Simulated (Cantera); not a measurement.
An isothermal, constant-pressure homogeneous reactor starts with CH4 : N2 = 1 : 140 (molar parts), at 1475 K and 0.133 bar. Integrator tolerance rtol = 1e-08.

Model: GRI-Mech 3.0 (53 species, 325 reactions), integrated in Cantera. GRI-Mech 3.0 stops at C3 and has no aromatics, soot or wall deposition, so with more carbon than oxygen in the feed, carbon stays in small species such as C2H2 where larger ones or solid carbon would form.

Q: What does this change do: pressure from 0.133 bar to 0.0133 bar?

A: 
```tsv
quantity	before	after
x(CH4) at 20.0 s	0.000981 (gas-phase equilibrium 2.24e-6)	0.00245 (gas-phase equilibrium 2.24e-7)
x(C2H) at 20.0 s	1.57e-9 (gas-phase equilibrium 1.08e-10)	2.46e-9 (gas-phase equilibrium 3.41e-10)
x(C2H6) at 20.0 s	1.97e-7 (gas-phase equilibrium 1.45e-12)	5.48e-7 (gas-phase equilibrium <1e-12)
x(H) at 20.0 s	2.93e-6 (gas-phase equilibrium 3.67e-6)	4.64e-6 (gas-phase equilibrium 1.16e-5)
x(C2H4) at 20.0 s	3.95e-6 (gas-phase equilibrium 9.86e-8)	3.07e-5 (gas-phase equilibrium 9.86e-9)
x(HCN) at 20.0 s	2.32e-7 (gas-phase equilibrium 0.00665)	2.06e-7 (gas-phase equilibrium 0.00666)
```
Radical loss at walls, strong at low pressure, is not modelled.
